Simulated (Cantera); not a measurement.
Input: 1 mol C6H6, 0.12 mol H2O, 5.7 mol N2, 1.5 mol H2, at 1648 K and 3.50 mbar.

Method: chemical equilibrium by Gibbs-energy minimisation in Cantera with the NASA 1993 tables (ideal gas, pure condensed phases). Candidate condensed phases: C, C6H6, C7H8, C8H18, H2O; 136 gas species. The numbers say what is thermodynamically allowed, not how fast it happens.

Base state: N2 0.545, H2 0.441, CO 0.0115, HCN 0.00134, H 0.001000, HNC 3.50e-5, C2H2 (acetylene) 1.97e-5 (mole fractions); condensed: C(graphite).

Task: What changes in the equilibrium state with this change: 0.03 mol H2S added?

Result: 
```tsv
species	before	after
N2	0.545	0.542
H2	0.441	0.441
CO	0.0115	0.0114
CS	0	0.00116
H2S	0	0.000465
CS2	0	0.000428
SH	0	0.000173
C(graphite), mol	5.87	5.85
```
Further candidate phases: H2SO4, S.

Task: What changes in the equilibrium state with this change: temperature from 1648 K to 1525 K?

Result: 
```json
[
 {"species": "N2", "before": "0.545", "after": "0.546"},
 {"species": "H2", "before": "0.441", "after": "0.442"},
 {"species": "CO", "before": "0.0115", "after": "0.0115"},
 {"species": "H", "before": "0.001000", "after": "0.000266"},
 {"species": "HCN", "before": "0.00134", "after": "0.000617"},
 {"species": "C2H2 (acetylene)", "before": "1.97e-5", "after": "5.34e-6"},
 {"species": "HNC", "before": "3.50e-5", "after": "1.13e-5"},
 {"species": "C(graphite), mol", "before": "5.87", "after": "5.87"}
]
```

Task: What changes in the equilibrium state with this change: H2O from 0.12 to 2.7 mol?

Result: 
```json
[
 {"species": "H2", "before": "0.441", "after": "0.460"},
 {"species": "N2", "before": "0.545", "after": "0.365"},
 {"species": "CO", "before": "0.0115", "after": "0.173"},
 {"species": "HNC", "before": "3.50e-5", "after": "2.92e-5"},
 {"species": "HCN", "before": "0.00134", "after": "0.00112"},
 {"species": "C(graphite), mol", "before": "5.87", "after": "3.28"}
]
```
